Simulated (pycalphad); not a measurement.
Computed with pycalphad from the COST 507 light-alloy database (1999), at 1 atm. The data set is of 1999 and partly superseded. Phase fractions are per mole of atoms. Kinetics are ignored, which matters at the lower temperatures.

Q: Give the equilibrium state of Mg-2.565Al-1.22Si (wt.%) at 577 °C.

A: 
```
T = 850.00 K, P = 101325 Pa, N = 1 mol of atoms
G = -37754 J/mol, H = 14892 J/mol, S = 61.94 J/(mol K)  (SER reference)
chemical potentials (J/mol): Mg -36947, Al -52186, Si -79744
phase             fraction      x(Mg)      x(Al)      x(Si)
HCP_A3              0.9682     0.9760     0.0240   1.03e-05
MG2SI               0.0318     0.6667       none     0.3333
```

Q: Give the equilibrium state of Mg-2.565Al-1.22Si (wt.%) at 77 °C.

A: 
```
T = 350.00 K, P = 101325 Pa, N = 1 mol of atoms
G = -12271 J/mol, H = 598 J/mol, S = 36.77 J/(mol K)  (SER reference)
chemical potentials (J/mol): Mg -11561, Al -15877, Si -69024
phase             fraction      x(Mg)      x(Al)      x(Si)
HCP_A3              0.9276     0.9931     0.0069      1e-14
ALMG_GAMMA          0.0406     0.5860     0.4140       none
MG2SI               0.0318     0.6667       none     0.3333
```

Database names, with the compositions (at.%) that they take in these runs: MG2SI: Mg 67 Si 33; ALMG_GAMMA: Mg 59 Al 41. HCP_A3 is hcp. An entry "none" or "no" means that the model of the phase leaves that element out.
